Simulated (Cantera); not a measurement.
A closed system holds: 1 mol CF4, 0.042 mol H2, 0.1 mol Si, equilibrated at 37.0 Pa.

Cantera equilibrium calculation (NASA polynomials, part measured and part estimated; ideal gas, pure solids and liquids). Candidate condensed phases: C, C6H6, C7H8, C8H18, Si, SiC; 113 gas species. Gases not in the tables: C2F6 and larger saturated fluorocarbons. The numbers say what is thermodynamically allowed, not how fast it happens.

Question: Which condensed phases are stable at each of these points (T (K)): 1050, 1125, 1200, 1275, 1350, 1425, 1500, 1575, 1650, 1725, 1800, 1875, 1950, 2025?

Answer: 
```csv
T (K),condensed phases,Si condensed (%)
1050,C(graphite),0.0
1125,C(graphite),0.0
1200,C(graphite),0.0
1275,C(graphite),0.0
1350,C(graphite),0.0
1425,C(graphite),0.0
1500,C(graphite),0.0
1575,C(graphite),0.0
1650,C(graphite),0.0
1725,C(graphite),0.0
1800,C(graphite),0.0
1875,C(graphite),0.0
1950,C(graphite),0.0
2025,gas only,0.0
```

From 1050 K to 1950 K the condensed part is C(graphite). At 2025 K nothing is condensed.
